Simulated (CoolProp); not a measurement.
A single-stage vapour-compression cycle with the fluid: evaporating at 321.15 K (dew point), condensing at 361.15 K (bubble point), superheat 8 K, subcooling 2 K, compressor efficiency 0.75, no pressure losses. The same conditions are run with several fluids, on thermodynamics alone (safety and materials aside).

Model: reference Helmholtz-energy equation of state of each fluid (sulfur dioxide: Gao 2016; ammonia: Gao 2020; R21: Platzer 1990; R141b: Lemmon 2006; ethanol: Schroeder 2014; c-C4F8 (RC318): Platzer 1990), in CoolProp. The equations of Platzer and Polt are older, rougher fits.

Problem. Rank sulfur dioxide, ammonia, R21, R141b, ethanol, c-C4F8 (RC318) by cooling COP, highest first.

Solution. ethanol (5.46), R141b (5.26), R21 (5.20), sulfur dioxide (5.02), ammonia (4.77), c-C4F8 (RC318) (3.85)

| fluid | pressure ratio | discharge temperature (K) | refrigerating effect (kJ/kg) | volumetric capacity (kJ/m³) |
|---|---|---|---|---|
| sulfur dioxide | 2.71 | 421.8 | 281 | 5810 |
| ammonia | 2.54 | 421.2 | 886 | 12600 |
| R21 | 2.74 | 391.5 | 179 | 2740 |
| R141b | 2.99 | 375.1 | 175 | 1350 |
| ethanol | 5.47 | 418.8 | 799 | 363 |
| c-C4F8 (RC318) | 2.60 | 361.2 | 52.6 | 2770 |

The compression ends wet for: c-C4F8 (RC318).
